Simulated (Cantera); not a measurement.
Input: 1 mol HI, 0.6 mol O2, at 2575 K and 10.0 mbar.

Method: chemical equilibrium by Gibbs-energy minimisation in Cantera with the NASA 1993 tables (ideal gas, pure condensed phases). Candidate condensed phases: H2O, I2; 12 gas species. Rates play no part.

Base state: I 0.476, O2 0.144, H2O 0.144, O 0.0787, OH 0.0626, H 0.0620, H2 0.0320, HI 0.00161 (mole fractions); condensed: gas only.

Task: What changes in the equilibrium state with this change: pressure from 10.0 mbar to 7.10 bar?

Result: 
| species | before | after |
|---|---|---|
| I | 0.476 | 0.517 |
| H2O | 0.144 | 0.254 |
| O2 | 0.144 | 0.187 |
| O | 0.0787 | 0.00337 |
| H | 0.0620 | 0.000562 |
| H2 | 0.0320 | 0.00187 |
| HI | 0.00161 | 0.0113 |
| OH | 0.0626 | 0.0172 |
| I2 | 7.95e-6 | 0.00667 |
| HO2 | 4.95e-6 | 4.14e-5 |

Task: What changes in the equilibrium state with this change: O2 from 0.6 to 1.2 mol?

Result: 
```csv
species,before,after
I,0.476,0.361
O2,0.144,0.291
O,0.0787,0.112
H2O,0.144,0.108
H2,0.0320,0.0170
H,0.0620,0.0451
OH,0.0626,0.0648
HI,0.00161,0.000889
```

Task: What changes in the equilibrium state with this change: O2 from 0.6 to 0.19 mol?

Result: 
```
species   before    after
-------  -------  -------
I          0.476    0.590
H2O        0.144    0.134
H         0.0620    0.105
O2         0.144   0.0155
H2        0.0320   0.0913
O         0.0787   0.0258
OH        0.0626   0.0347
HI       0.00161  0.00338
I2       7.95e-6  1.22e-5
```
